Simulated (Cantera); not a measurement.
An adiabatic, constant-volume homogeneous reactor starts with H2 : O2 : N2 : H2O = 1 : 0.847 : 3.19 : 0.25 (molar parts), equivalence ratio 0.59, at 1173 K and 1.60 bar.

Computed with Cantera and the H2/O2 subset of GRI-Mech 3.0, which has no nitrogen chemistry.

Q: Predict: time of steepest temperature rise; temperature at 8.00 s; equilibrium temperature; x(H2) at 8.00 s; x(O2) at 8.00 s; x(H2O) at 8.00 s; x(OH) at 8.00 s; x(H) at 8.00 s; x(HO2) at 8.00 s; x(O) at 8.00 s.

A: 
```
Quantity                                                             Value
---------------------------------  ---------------------------------------
time of steepest temperature rise                                  42.5 µs
temperature at 8.00 s                                               2620 K
equilibrium temperature                                             2620 K
x(H2) at 8.00 s                    0.00536 (gas-phase equilibrium 0.00536)
x(O2) at 8.00 s                      0.0684 (gas-phase equilibrium 0.0684)
x(H2O) at 8.00 s                       0.243 (gas-phase equilibrium 0.243)
x(OH) at 8.00 s                      0.0182 (gas-phase equilibrium 0.0182)
x(H) at 8.00 s                     0.00170 (gas-phase equilibrium 0.00170)
x(HO2) at 8.00 s                   1.74e-5 (gas-phase equilibrium 1.74e-5)
x(O) at 8.00 s                     0.00371 (gas-phase equilibrium 0.00371)
```
